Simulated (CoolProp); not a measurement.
A closed Brayton cycle with nitrogen: compressor inlet 318.15 K and 5.6 MPa, high pressure 18.3 MPa, turbine inlet 810 K, compressor efficiency 0.89, turbine efficiency 0.9, recuperator effectiveness 0 (on enthalpy, no pinch check). Each further row changes one setting.

Values from CoolProp's reference Helmholtz-energy equation of state, Span 2000.

```json
[
 {"case": "as stated", "thermal efficiency (%)": "18.8", "net work (kJ/kg)": "73.4", "compressor to turbine work": "0.68", "compressor exit (K)": "464.3", "turbine exit (K)": "609.9"},
 {"case": "turbine inlet 760 K", "thermal efficiency (%)": "17.7", "net work (kJ/kg)": "59.1", "compressor to turbine work": "0.73", "compressor exit (K)": "464.3", "turbine exit (K)": "570.5"},
 {"case": "compressor inlet 328.15 K", "thermal efficiency (%)": "18.2", "net work (kJ/kg)": "68.2", "compressor to turbine work": "0.70", "compressor exit (K)": "478.6", "turbine exit (K)": "609.9"},
 {"case": "high pressure 15.6 MPa", "thermal efficiency (%)": "17.1", "net work (kJ/kg)": "70.9", "compressor to turbine work": "0.65", "compressor exit (K)": "441.6", "turbine exit (K)": "633.8"},
 {"case": "recuperator effectiveness 0.5", "thermal efficiency (%)": "23.5", "net work (kJ/kg)": "73.4", "compressor to turbine work": "0.68", "compressor exit (K)": "464.3", "turbine exit (K)": "609.9"}
]
```
